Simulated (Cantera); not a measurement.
## SiH₂Cl₂ + Cl₂ + N₂ (silicon epitaxy and polysilicon growth)

Input: 1 mol SiH₂Cl₂, 0.37 mol Cl₂, 8.3 mol N₂, at 42000 Pa.

These are equilibrium values from Cantera (NASA tables, ideal gas, pure condensed phases), not measurements of a reactor. Candidate condensed phases: NH₄Cl, Si, Si₃N₄; 28 gas species. N₂ is the only nitrogen source here; it is nearly inert below about 1500 K, so the nitride shown seldom forms there in practice. The tables' values for SiCl₃ are old estimates; treat these amounts as uncertain. Equilibrium is a limit: real reactors are often held back by kinetics, nucleation or transport.

```json
[
 {"T (°C)": "850", "log p N₂": "-0.48", "log p HCl": "-1.26", "log p SiCl₄": "-1.81", "log p H₂": "-1.82", "log p SiCl₂": "-5.84", "log p SiCl₃": "-4.37", "n Si₃N₄(s)": "0.212"},
 {"T (°C)": "900", "log p N₂": "-0.48", "log p HCl": "-1.26", "log p SiCl₄": "-1.82", "log p H₂": "-1.83", "log p SiCl₂": "-5.29", "log p SiCl₃": "-4.05", "n Si₃N₄(s)": "0.213"},
 {"T (°C)": "950", "log p N₂": "-0.48", "log p HCl": "-1.25", "log p SiCl₄": "-1.83", "log p H₂": "-1.84", "log p SiCl₂": "-4.78", "log p SiCl₃": "-3.76", "n Si₃N₄(s)": "0.215"},
 {"T (°C)": "1000", "log p N₂": "-0.48", "log p HCl": "-1.25", "log p SiCl₄": "-1.84", "log p H₂": "-1.86", "log p SiCl₂": "-4.32", "log p SiCl₃": "-3.49", "n Si₃N₄(s)": "0.215"},
 {"T (°C)": "1050", "log p N₂": "-0.48", "log p HCl": "-1.24", "log p SiCl₄": "-1.85", "log p H₂": "-1.86", "log p SiCl₂": "-3.89", "log p SiCl₃": "-3.24", "n Si₃N₄(s)": "0.216"},
 {"T (°C)": "1100", "log p N₂": "-0.48", "log p HCl": "-1.24", "log p SiCl₄": "-1.87", "log p H₂": "-1.87", "log p SiCl₂": "-3.50", "log p SiCl₃": "-3.02", "n Si₃N₄(s)": "0.215"},
 {"T (°C)": "1150", "log p N₂": "-0.48", "log p HCl": "-1.24", "log p SiCl₄": "-1.89", "log p H₂": "-1.88", "log p SiCl₂": "-3.14", "log p SiCl₃": "-2.82", "n Si₃N₄(s)": "0.213"},
 {"T (°C)": "1200", "log p N₂": "-0.48", "log p HCl": "-1.24", "log p SiCl₄": "-1.93", "log p H₂": "-1.88", "log p SiCl₂": "-2.82", "log p SiCl₃": "-2.64", "n Si₃N₄(s)": "0.208"},
 {"T (°C)": "1250", "log p N₂": "-0.48", "log p HCl": "-1.24", "log p SiCl₄": "-1.99", "log p H₂": "-1.88", "log p SiCl₂": "-2.52", "log p SiCl₃": "-2.49", "n Si₃N₄(s)": "0.200"},
 {"T (°C)": "1300", "log p N₂": "-0.48", "log p HCl": "-1.25", "log p SiCl₄": "-2.07", "log p H₂": "-1.87", "log p SiCl₂": "-2.27", "log p SiCl₃": "-2.38", "n Si₃N₄(s)": "0.187"},
 {"T (°C)": "1350", "log p N₂": "-0.48", "log p HCl": "-1.26", "log p SiCl₄": "-2.19", "log p H₂": "-1.85", "log p SiCl₂": "-2.05", "log p SiCl₃": "-2.30", "n Si₃N₄(s)": "0.168"}
]
```
log p: log10 of the partial pressure in bar; n: condensed amount in mol.

From 850 °C to 1350 °C the condensed part is Si₃N₄(s). The main Si-bearing gas is SiCl₄ at 850 °C and SiCl₂ at 1350 °C. The share of Si in condensed phases is highest at 1050 °C (64.7 %) and lowest at 1350 °C (50.4 %).
